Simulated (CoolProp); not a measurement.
Vapour pressure (kPa) of CF4 (R14): the reference equation beside estimates from Tc = 227.4 K, pc = 3762 kPa, ω = 0.178. Clausius-Clapeyron is anchored at 157.2 K with a constant enthalpy of vaporisation of 11.21 kJ/mol.

Computed with CoolProp (reference Helmholtz-energy equation of state, Platzer 1990). This equation is an older, rougher fit; its heat capacities, sound speeds and derivatives of the liquid may be far off and weren't checked against measurements.

| T (K) | reference | Lee-Kesler | Clausius-Clapeyron | van der Waals | Redlich-Kwong | Soave-Redlich-Kwong |
|---|---|---|---|---|---|---|
| 131.2 | 33.83 | 33.22 | 40.29 | 259.8 | 50.45 | 33.48 |
| 136.4 | 52.53 | 51.92 | 59.62 | 326.3 | 76.82 | 52.19 |
| 141.6 | 78.64 | 78.18 | 85.73 | 403.7 | 112.6 | 78.41 |
| 146.8 | 114.0 | 113.9 | 120.1 | 492.5 | 159.7 | 114.0 |
| 152 | 160.6 | 161.2 | 164.5 | 593.5 | 220.1 | 161.2 |
| 157.2 | 220.6 | 222.2 | 220.6 | 707.4 | 295.8 | 222.1 |
| 162.4 | 296.4 | 299.2 | 290.4 | 834.8 | 388.7 | 299.2 |
| 167.6 | 390.4 | 394.7 | 375.7 | 976.2 | 501.0 | 395.0 |
| 172.8 | 505.0 | 511.0 | 478.7 | 1132 | 634.4 | 512.1 |
| 178 | 643.1 | 650.8 | 601.3 | 1303 | 791.0 | 653.4 |
| 183.1 | 803.8 | 813.2 | 742.6 | 1486 | 968.8 | 818.2 |
| 188.3 | 996.5 | 1007 | 910.1 | 1689 | 1177 | 1016 |
| 193.5 | 1221 | 1233 | 1103 | 1907 | 1413 | 1246 |

Absolute difference from the reference over all 13 rows, mean and median: Lee-Kesler 1.0 and 1.1 %, Clausius-Clapeyron 7.1 and 6.5 %, van der Waals 245.7 and 181.6 %, Redlich-Kwong 31.7 and 31.1 %, Soave-Redlich-Kwong 1.1 and 1.0 %.
